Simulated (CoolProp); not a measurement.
Model: reference Helmholtz-energy equation of state, Akasaka 2019, in CoolProp.

Question: For R1234ze(Z), give the phase and the cp (kJ/(kg K)), cv (kJ/(kg K)), speed of sound (m/s) at 360.9 K and 88.3 kPa; 309.6 K and 15.4 kPa; 399.3 K and 200 kPa.

Answer: 
- 360.9 K and 88.3 kPa: gas; cp 0.952, cv 0.873, speed of sound 167
- 309.6 K and 15.4 kPa: gas; cp 0.849, cv 0.774, speed of sound 157
- 399.3 K and 200 kPa: gas; cp 1.02, cv 0.940, speed of sound 173
